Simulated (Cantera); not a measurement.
A closed system holds: 1 mol C3H6, 2 mol H2O, held at 1.00 bar.

Method: chemical equilibrium by Gibbs-energy minimisation in Cantera with the NASA 1993 tables (ideal gas, pure condensed phases). Candidate condensed phases: C, C6H6, C7H8, C8H18, H2O; 110 gas species. The numbers say what is thermodynamically allowed, not how fast it happens. All values below are at 2075 K.

Base state: H2 0.711, CO 0.285, H 0.00225, C2H2 (acetylene) 0.000882, CH4 0.000177, H2O 1.79e-5, CH3 1.10e-5 (mole fractions); condensed: C(graphite).

**Question.** What changes in the equilibrium state with this change: H2O from 2 to 0.079 mol?

**Answer.** 
| species | before | after |
|---|---|---|
| H2 | 0.711 | 0.971 |
| CO | 0.285 | 0.0250 |
| H | 0.00225 | 0.00262 |
| H2O | 1.79e-5 | 2.13e-6 |
| CH4 | 0.000177 | 0.000330 |
| CH3 | 1.10e-5 | 1.75e-5 |
| C2H2 (acetylene) | 0.000882 | 0.00120 |
| C(graphite), mol | 0.986 | 2.91 |
